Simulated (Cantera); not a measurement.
An adiabatic, constant-volume homogeneous reactor starts with CH4 : C2H6 : C3H8 : O2 : N2 = 1 : 0.16 : 1.1 : 16.4 : 61.8 (molar parts), equivalence ratio 0.49, at 1525 K and 1.01 bar. Integrator tolerance rtol = 1e-08.

Cantera simulation using GRI-Mech 3.0 (53 species, 325 reactions); the numbers are that mechanism's predictions, not measurements. GRI-Mech 3.0 was tuned for natural gas; its chemistry of propane as a main component is partial and can be far from experiment.

Task: What does this change do: C3H8 1.1 to 1.6 parts?

Result: 
| quantity | before | after |
|---|---|---|
| time of steepest temperature rise | 61.3 µs | 60.4 µs |
| temperature at 0.600 s | 2600 K | 2751 K |
| equilibrium temperature | 2600 K | 2751 K |
| x(CH4) at 0.600 s | <1e-12 (gas-phase equilibrium <1e-12) | <1e-12 (gas-phase equilibrium <1e-12) |
| x(C2H6) at 0.600 s | <1e-12 (gas-phase equilibrium <1e-12) | <1e-12 (gas-phase equilibrium <1e-12) |
| x(C3H8) at 0.600 s | <1e-12 (gas-phase equilibrium <1e-12) | <1e-12 (gas-phase equilibrium <1e-12) |
| x(H2O2) at 0.600 s | 2.62e-7 (gas-phase equilibrium 2.62e-7) | 3.62e-7 (gas-phase equilibrium 3.62e-7) |
| x(H) at 0.600 s | 0.00123 (gas-phase equilibrium 0.00123) | 0.00342 (gas-phase equilibrium 0.00342) |
| x(CO2) at 0.600 s | 0.0485 (gas-phase equilibrium 0.0485) | 0.0534 (gas-phase equilibrium 0.0534) |

Task: What does this change do: initial temperature 1525 to 1800 K?

Result: 
```tsv
quantity	before	after
time of steepest temperature rise	61.3 µs	13.0 µs
temperature at 0.600 s	2600 K	2725 K
equilibrium temperature	2600 K	2725 K
x(CH4) at 0.600 s	<1e-12 (gas-phase equilibrium <1e-12)	<1e-12 (gas-phase equilibrium <1e-12)
x(C2H6) at 0.600 s	<1e-12 (gas-phase equilibrium <1e-12)	<1e-12 (gas-phase equilibrium <1e-12)
x(C3H8) at 0.600 s	<1e-12 (gas-phase equilibrium <1e-12)	<1e-12 (gas-phase equilibrium <1e-12)
x(H2O2) at 0.600 s	2.62e-7 (gas-phase equilibrium 2.62e-7)	2.90e-7 (gas-phase equilibrium 2.90e-7)
x(H) at 0.600 s	0.00123 (gas-phase equilibrium 0.00123)	0.00274 (gas-phase equilibrium 0.00274)
x(CO2) at 0.600 s	0.0485 (gas-phase equilibrium 0.0485)	0.0429 (gas-phase equilibrium 0.0429)
```
